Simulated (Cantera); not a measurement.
A freely propagating, adiabatic, planar premixed flame of CO : H2 : O2 : N2 = 1 : 1.1 : 0.955 : 3.59 (molar parts), unburnt at 550 K and 0.987 atm; multicomponent transport, grid criteria slope 0.08 and curve 0.16, no radiation.

Computed with Cantera and GRI-Mech 3.0 (53 species, 325 reactions). Burning velocities carry a grid error of a few per cent, more on coarse grids.

x: mole fraction of selected species; z is measured from the peak of heat release.

| z (mm) | T (K) | u (m/s) | x CO | x H2 | x O2 | x H | x H2O2 | x NO2 |
|---|---|---|---|---|---|---|---|---|
| -1.62 | 550 | 3.92 | 0.150 | 0.166 | 0.144 | <1e-8 | <1e-8 | <1e-8 |
| -1.08 | 550 | 3.92 | 0.150 | 0.166 | 0.144 | <1e-8 | <1e-8 | <1e-8 |
| -0.809 | 550 | 3.92 | 0.150 | 0.166 | 0.144 | <1e-8 | <1e-8 | <1e-8 |
| -0.540 | 550 | 3.92 | 0.151 | 0.165 | 0.144 | <1e-8 | <1e-8 | <1e-8 |
| -0.270 | 556 | 3.94 | 0.151 | 0.162 | 0.144 | 1.44e-5 | 2.78e-6 | <1e-8 |
| -0.135 | 737 | 5.13 | 0.151 | 0.138 | 0.140 | 0.00217 | 2.41e-5 | <1e-8 |
| 0 | 1199 | 8.13 | 0.140 | 0.0702 | 0.105 | 0.0199 | 5.85e-6 | <1e-8 |
| 0.135 | 1532 | 10.2 | 0.113 | 0.0264 | 0.0574 | 0.0334 | 2.36e-6 | <1e-8 |
| 0.270 | ___ | 11.2 | ___ | 0.0217 | ___ | 0.0334 | ___ | <1e-8 |
| 0.540 | 1875 | 12.2 | 0.0749 | 0.0227 | 0.0324 | 0.0279 | 5.75e-7 | <1e-8 |
| 1.08 | 2039 | 13.1 | 0.0692 | 0.0211 | ___ | ___ | ___ | <1e-8 |
| 2.16 | 2188 | 13.9 | 0.0652 | 0.0181 | 0.0230 | 0.0119 | 1.98e-7 | <1e-8 |
| 4.32 | 2319 | 14.6 | 0.0592 | 0.0150 | 0.0184 | 0.00709 | 1.44e-7 | 1.39e-8 |

Problem. Fill in the missing entries.

Solution. 
- 0.270, T (K): 1701
- 0.270, x CO: 0.0920
- 0.270, x O2: 0.0414
- 0.270, x H2O2: 1.18e-6
- 1.08, x O2: 0.0274
- 1.08, x H: 0.0193
- 1.08, x H2O2: 3.15e-7
